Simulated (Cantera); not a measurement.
## Stirred combustor or abatement burner

A perfectly stirred reactor is fed with H2 : O2 : N2 : H2O = 1 : 0.581 : 2.19 : 0.45 (molar parts), equivalence ratio 0.86, at 825 Torr; it is adiabatic with a 450 K inlet, and is followed from long to short residence time, starting on the burning branch (τ in s: 0.37, 0.1, 0.028, 0.0078, 0.0022, 0.0006, 0.00016, 4.6e-05, 1.3e-05).

Model: GRI-Mech 3.0 (53 species, 325 reactions), integrated in Cantera.

```json
[
 {"τ (s)": "0.37", "T (K)": "2138", "x H2": "0.00210", "x O2": "0.0210", "x H2O": "0.384", "x NO": "0.00128", "x NO2": "5.85e-7", "x H": "0.000185"},
 {"τ (s)": "0.10", "T (K)": "2136", "x H2": "0.00242", "x O2": "0.0214", "x H2O": "0.384", "x NO": "0.000512", "x NO2": "2.34e-7", "x H": "0.000230"},
 {"τ (s)": "0.028", "T (K)": "2126", "x H2": "0.00340", "x O2": "0.0218", "x H2O": "0.382", "x NO": "0.000204", "x NO2": "8.93e-8", "x H": "0.000382"},
 {"τ (s)": "0.0078", "T (K)": "2099", "x H2": "0.00590", "x O2": "0.0227", "x H2O": "0.378", "x NO": "9.25e-5", "x NO2": "3.47e-8", "x H": "0.000900"},
 {"τ (s)": "0.0022", "T (K)": "2043", "x H2": "0.0108", "x O2": "0.0245", "x H2O": "0.369", "x NO": "4.46e-5", "x NO2": "1.29e-8", "x H": "0.00244"},
 {"τ (s)": "0.00060", "T (K)": "1942", "x H2": "0.0187", "x O2": "0.0280", "x H2O": "0.355", "x NO": "2.50e-5", "x NO2": "5.69e-9", "x H": "0.00649"},
 {"τ (s)": "0.00016", "T (K)": "1782", "x H2": "0.0288", "x O2": "0.0336", "x H2O": "0.335", "x NO": "1.84e-5", "x NO2": "3.65e-9", "x H": "0.0152"},
 {"τ (s)": "4.6e-5", "T (K)": "1578", "x H2": "0.0410", "x O2": "0.0419", "x H2O": "0.311", "x NO": "1.12e-5", "x NO2": "2.18e-9", "x H": "0.0279"},
 {"τ (s)": "1.3e-5", "T (K)": "450", "x H2": "0.237", "x O2": "0.138", "x H2O": "0.107", "x NO": "<1e-12", "x NO2": "<1e-12", "x H": "<1e-12"}
]
```
x: mole fraction; the columns are a selection and need not sum to one.
